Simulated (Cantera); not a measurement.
Input: 1 mol Ta₂O₅, 3.7 mol CO, 8.2 mol H₂, equilibrated at 2425 K and 49000 Pa.

Cantera equilibrium calculation (NASA polynomials, part measured and part estimated; ideal gas, pure solids and liquids). Mutual solubility and eutectic melting of coexisting phases are not modelled. Condensed phases not in the tables: Ta₂C, N, O or C dissolved in the metal. The numbers say what is thermodynamically allowed, not how fast it happens.

```tsv
species	before	after
H₂	0.667	0.686
CO	0.307	0.310
H₂O	0.00442	0.00311
H	0.0209	0.000417
TaO₂	0.000572	1.64e-8
TaO	0.000136	<1e-9
OH	2.62e-5	1.24e-7
CO₂	0.000340	0.000369
Ta(s), mol	0.0207	0
Ta₂O₅(l), mol	0.985	0
TaC(s), mol	0	0.0118
Ta₂O₅(s), mol	0	0.994
```
Gas species are given as mole fractions.

Problem. Name the change that produced these shifts.
(A) pressure from 49000 Pa to 133 Pa
(B) pressure from 49000 Pa to 11.0 Pa
(C) temperature from 2425 K to 1798 K
(D) temperature from 2425 K to 850 K

Solution. C, temperature from 2425 K to 1798 K. TaC: taken at fixed stoichiometry. Condensed phases not in the tables: Ta₂C
